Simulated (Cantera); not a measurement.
# Adiabatic ignition

An adiabatic, constant-volume homogeneous reactor starts with 22.5 % H2, 16.3 % O2, 61.2 % N2, at 1448 K and 0.630 bar.

Model: GRI-Mech 3.0 (53 species, 325 reactions), integrated in Cantera.

```csv
t (s),T (K),P (bar),x H2,x O2,x NO,x NO2,x O,x OH
2.00e-6,1448,0.630,0.225,0.163,<1e-12,<1e-12,3.66e-8,2.98e-8
5.87e-6,1448,0.630,0.225,0.163,<1e-12,<1e-12,5.45e-7,4.36e-7
1.72e-5,1450,0.631,0.221,0.161,1.87e-10,<1e-12,0.000428,0.000348
5.05e-5,2163,0.904,0.0342,0.0595,4.62e-5,5.21e-9,0.0297,0.0299
0.000148,2753,1.11,0.0221,0.0531,0.000718,2.14e-7,0.0148,0.0351
0.000435,2817,1.13,0.0199,0.0510,0.00442,1.53e-6,0.0125,0.0339
0.00128,2810,1.12,0.0200,0.0481,0.0115,3.88e-6,0.0118,0.0329
0.00374,2806,1.12,0.0200,0.0464,0.0158,5.24e-6,0.0114,0.0323
0.0110,2806,1.12,0.0200,0.0463,0.0160,5.31e-6,0.0114,0.0322
0.0322,2806,1.12,0.0200,0.0463,0.0160,5.31e-6,0.0114,0.0322
0.0945,2806,1.12,0.0200,0.0463,0.0160,5.31e-6,0.0114,0.0322
0.277,2806,1.12,0.0200,0.0463,0.0160,5.31e-6,0.0114,0.0322
0.813,2806,1.12,0.0200,0.0463,0.0160,5.31e-6,0.0114,0.0322
2.39,2806,1.12,0.0200,0.0463,0.0160,5.31e-6,0.0114,0.0322
7.00,2806,1.12,0.0200,0.0463,0.0160,5.31e-6,0.0114,0.0322
```
x: mole fraction; the columns are a selection and need not sum to one.

```
Quantity                                                           Value
---------------------------------  -------------------------------------
time of steepest temperature rise                                24.9 µs
temperature at 7.00 s                                             2806 K
equilibrium temperature                                           2806 K
x(H2) at 7.00 s                    0.0200 (gas-phase equilibrium 0.0200)
x(O2) at 7.00 s                    0.0463 (gas-phase equilibrium 0.0463)
x(NO) at 7.00 s                    0.0160 (gas-phase equilibrium 0.0160)
```
